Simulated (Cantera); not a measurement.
An adiabatic, constant-volume homogeneous reactor starts with CH₄ : H₂ : O₂ : N₂ = 1 : 0.12 : 1.87 : 7.04 (molar parts), equivalence ratio 1.1, at 1798 K and 1.20 bar. Integrator tolerance rtol = 1e-08.

Computed with Cantera and GRI-Mech 3.0 (53 species, 325 reactions). Above 3000 K some thermodynamic fits are extrapolated.

**Question.** What does this change do: pressure from 1.20 bar to 0.670 bar?

**Answer.** 
```tsv
quantity	before	after
time of steepest temperature rise	74.5 µs	0.127 ms
temperature at 10.0 s	3015 K	2954 K
equilibrium temperature	3015 K	2954 K
x(CH₄) at 10.0 s	<1e-12 (gas-phase equilibrium <1e-12)	<1e-12 (gas-phase equilibrium <1e-12)
x(H₂) at 10.0 s	0.0345 (gas-phase equilibrium 0.0345)	0.0356 (gas-phase equilibrium 0.0356)
x(O₂) at 10.0 s	0.0166 (gas-phase equilibrium 0.0166)	0.0177 (gas-phase equilibrium 0.0177)
x(CH₂CO) at 10.0 s	<1e-12 (gas-phase equilibrium <1e-12)	<1e-12 (gas-phase equilibrium <1e-12)
x(NO₂) at 10.0 s	2.93e-6 (gas-phase equilibrium 2.93e-6)	2.24e-6 (gas-phase equilibrium 2.24e-6)
x(HCN) at 10.0 s	1.01e-8 (gas-phase equilibrium 1.01e-8)	6.02e-9 (gas-phase equilibrium 6.02e-9)
```

**Question.** What does this change do: pressure from 1.20 bar to 5.80 bar?

**Answer.** 
| quantity | before | after |
|---|---|---|
| time of steepest temperature rise | 74.5 µs | 19.3 µs |
| temperature at 10.0 s | 3015 K | 3179 K |
| equilibrium temperature | 3015 K | 3179 K |
| x(CH₄) at 10.0 s | <1e-12 (gas-phase equilibrium <1e-12) | <1e-12 (gas-phase equilibrium <1e-12) |
| x(H₂) at 10.0 s | 0.0345 (gas-phase equilibrium 0.0345) | 0.0309 (gas-phase equilibrium 0.0309) |
| x(O₂) at 10.0 s | 0.0166 (gas-phase equilibrium 0.0166) | 0.0134 (gas-phase equilibrium 0.0134) |
| x(CH₂CO) at 10.0 s | <1e-12 (gas-phase equilibrium <1e-12) | <1e-12 (gas-phase equilibrium <1e-12) |
| x(NO₂) at 10.0 s | 2.93e-6 (gas-phase equilibrium 2.93e-6) | 5.78e-6 (gas-phase equilibrium 5.78e-6) |
| x(HCN) at 10.0 s | 1.01e-8 (gas-phase equilibrium 1.01e-8) | 3.87e-8 (gas-phase equilibrium 3.87e-8) |
